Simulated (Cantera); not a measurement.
A closed system holds: 1 mol SiCl₄, 1.2 mol HCl, 1.3 mol H₂, at 650 K and 1400000 Pa.

Method: chemical equilibrium by Gibbs-energy minimisation in Cantera with the NASA 1993 tables (ideal gas, pure condensed phases). Candidate condensed phases: Si; 19 gas species. The numbers say what is thermodynamically allowed, not how fast it happens.

Base state: H₂ 0.371, HCl 0.343, SiCl₄ 0.286, SiHCl₃ 2.51e-5 (mole fractions); condensed: gas only.

Problem. What changes in the equilibrium state with this change: temperature from 650 K to 1425 K?

Solution. 
| species | before | after |
|---|---|---|
| HCl | 0.343 | 0.369 |
| H₂ | 0.371 | 0.346 |
| SiCl₄ | 0.286 | 0.258 |
| SiHCl₃ | 2.51e-5 | 0.0190 |
| SiCl₃ | <1e-9 | 0.00675 |
| SiCl₂ | <1e-9 | 0.000694 |
| SiH₂Cl₂ | <1e-9 | 0.000213 |
The tables' values for SiCl₃ are old estimates; treat these amounts as uncertain.

Problem. What changes in the equilibrium state with this change: SiCl₄ replaced by Si?

Solution. 
| species | before | after |
|---|---|---|
| H₂ | 0.371 | 0.834 |
| SiHCl₃ | 2.51e-5 | 0.0904 |
| SiCl₄ | 0.286 | 0.0687 |
| HCl | 0.343 | 5.15e-5 |
| SiH₂Cl₂ | <1e-9 | 0.00690 |
| SiH₃Cl | <1e-9 | 0.000108 |
| Si(s), mol | 0 | 0.644 |
